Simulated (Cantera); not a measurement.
## Thermodynamics of chemical vapour transport, feed Al + I2 + O2 + H2O

A closed system holds: 1 mol Al, 0.29 mol I2, a varied amount of O2, 0.07 mol H2O, equilibrated at 1373.15 K and 0.133 bar.

Equilibrium computed with Cantera from the NASA thermochemical tables; the gas is ideal and each condensed phase is pure. Candidate condensed phases: Al, AlI3, Al2O3, H2O, I2; 25 gas species. Mutual solubility and eutectic melting of coexisting phases are not modelled. Gases not in the tables: Al(OH)3. Rates play no part.

From 0.2 mol O2 to 0.29 mol O2 the condensed part is Al(l) + Al2O3(s). From 0.35 mol O2 to 1.1 mol O2 the condensed part is Al2O3(s).

| n(O2) (mol) | log p AlI | log p I | log p AlI3 | log p O2 | log p HI | log p H2 | log p I2 | log p H2O | n Al(l) | n Al2O3(s) |
|---|---|---|---|---|---|---|---|---|---|---|
| 0.2 | -0.93 | -3.80 | -2.73 | <-12 | -3.93 | -1.83 | -7.29 | -11.00 | 0.126 | 0.157 |
| 0.24 | -0.93 | -3.80 | -2.73 | <-12 | -3.93 | -1.83 | -7.29 | -11.00 | 0.0724 | 0.183 |
| 0.29 | -0.93 | -3.80 | -2.73 | <-12 | -3.93 | -1.83 | -7.29 | -11.00 | 0.00575 | 0.217 |
| 0.35 | -0.98 | -3.40 | -1.97 | <-12 | -3.50 | -1.78 | -6.48 | -10.65 | 0 | 0.257 |
| 0.43 | -1.08 | -3.14 | -1.54 | <-12 | -3.19 | -1.69 | -5.95 | -10.32 | 0 | 0.310 |
| 0.52 | -1.38 | -2.82 | -1.21 | <-12 | -2.81 | -1.57 | -5.32 | -9.78 | 0 | 0.370 |
| 0.63 | -4.55 | -1.32 | -1.39 | <-12 | -1.52 | -1.99 | -2.33 | -7.09 | 0 | 0.443 |
| 0.76 | <-12 | -1.02 | <-12 | -2.63 | -3.73 | -7.01 | -1.72 | -1.79 | 0 | 0.500 |
| 0.93 | <-12 | -1.11 | <-12 | -1.50 | -4.16 | -7.69 | -1.91 | -1.91 | 0 | 0.500 |
| 1.1 | <-12 | -1.19 | <-12 | -1.30 | -4.33 | -7.88 | -2.06 | -2.00 | 0 | 0.500 |
log p: log10 of the partial pressure in bar; n: condensed amount in mol.
